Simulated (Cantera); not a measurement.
Input: 1 mol Zr, 0.11 mol NH3, equilibrated at 2775 K and 0.0510 Torr.

These are equilibrium values from Cantera (NASA tables, ideal gas, pure condensed phases), not measurements of a reactor. Candidate condensed phases: Zr, ZrN; 11 gas species. Condensed phases not in the tables: N, O or C dissolved in the metal. The numbers say what is thermodynamically allowed, not how fast it happens.

Base state: Zr 0.633, H 0.313, N2 0.0525, H2 0.00119, N 8.07e-5 (mole fractions); condensed: Zr(l).

**Question.** What changes in the equilibrium state with this change: temperature from 2775 K to 2250 K?

**Answer.** 
```csv
species,before,after
H,0.313,0.581
H2,0.00119,0.416
Zr,0.633,0.00187
N2,0.0525,0.000607
N,8.07e-5,6.68e-8
"Zr(l), mol",0.337,0.890
"ZrN(s), mol",0,0.110
```
Mutual solubility and eutectic melting of coexisting phases are not modelled. ZrN: taken at fixed stoichiometry.

**Question.** What changes in the equilibrium state with this change: temperature from 2775 K to 2225 K?

**Answer.** 
```
species       before     after
-----------  -------  --------
H              0.313     0.535
H2           0.00119     0.464
Zr             0.633   0.00132
N2            0.0525  0.000386
N            8.07e-5   3.99e-8
Zr(l), mol     0.337     0.890
ZrN(s), mol        0     0.110
```
Mutual solubility and eutectic melting of coexisting phases are not modelled. ZrN: taken at fixed stoichiometry.
